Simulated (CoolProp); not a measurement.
Vapour-liquid equilibrium of n-octane (1) + p-xylene (2) at 368.3 K; x and y are mole fractions of (1).

Values from CoolProp's multi-fluid Helmholtz-energy mixture model, Beckmüller 2019 and Zhou 2012; pair parameters Bell 2016.

Give the bubble pressure and the first vapour's composition at x = 0.15, 0.35, 0.65. Is there an azeotrope?

x = 0.15: 0.3054 bar, y = 0.236; x = 0.35: 0.3380 bar, y = 0.454; x = 0.65: 0.3722 bar, y = 0.712. No azeotrope shows between x = 0.05 and 0.95.

The pair parameters rest on a limited set of measurements; away from them the model extrapolates.
